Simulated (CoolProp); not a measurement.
C3F8 (R218) along the isobar 3.27 MPa: density (kg/m³) from the reference equation and from simpler models built on Tc = 345.0 K, pc = 2.640 MPa, ω = 0.317; each cubic takes its own stable root.

Values from CoolProp's reference Helmholtz-energy equation of state, Lemmon 2006. It is a short technical equation, of lower accuracy than the large ones.

```tsv
T (K)	phase	reference
222.5	liquid	1677
240.2	liquid	1612
258	liquid	1543
275.8	liquid	1468
293.5	liquid	1384
311.3	liquid	1286
329	liquid	1161
346.8	supercritical	947.6
364.6	supercritical	410.4
382.3	supercritical	303.2
400.1	supercritical	256.8
417.8	supercritical	228.2
```

Problem. How far does each simpler model (van der Waals, Soave-Redlich-Kwong) lie from the reference over these 12 states: mean and median of the absolute difference, and the worst?

Solution. 
- van der Waals: mean 26.2 %, median 33.8 %, worst -36.5 % at 222.5 K and 3.27 MPa
- Soave-Redlich-Kwong: mean 6.3 %, median 5.0 %, worst -16.7 % at 346.8 K and 3.27 MPa
